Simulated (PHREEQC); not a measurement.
Solution (20 °C): 0.14 mol H2SO4, 0.03 mol FeSO4 and 0.24 mol MgSO4 per kg of water. Closed to the air; pH follows from the charge balance.

Computed with PHREEQC (ion-association model, wateq4f.dat).

```json
[
 {"quantity": "pH", "before": "1.14", "after": "1.90"},
 {"quantity": "ionic strength (mol/kgw)", "before": "0.606", "after": "0.493"},
 {"quantity": "HSO4- (mol/kgw)", "before": "0.179", "after": "0.0380"},
 {"quantity": "Mg+2 (mol/kgw)", "before": "0.121", "after": "0.106"},
 {"quantity": "MgSO4 (mol/kgw)", "before": "0.118", "after": "0.134"},
 {"quantity": "SO4-2 (mol/kgw)", "before": "0.0971", "after": "0.111"},
 {"quantity": "SI of Epsomite (MgSO4:7H2O)", "before": "-1.04", "after": "-0.98"},
 {"quantity": "SI of Melanterite (FeSO4:7H2O)", "before": "-1.95", "after": "-1.80"}
]
```

### Question
Name the change that produced these shifts.
A) H2SO4 from 0.14 to 0.028 mol/kgw
B) H2SO4 replaced by K2SO4 at the same molality
C) temperature from 20 to 60 °C
D) FeSO4 from 0.03 to 0.15 mol/kgw

### Answer
A, H2SO4 from 0.14 to 0.028 mol/kgw

No solid was allowed to form.
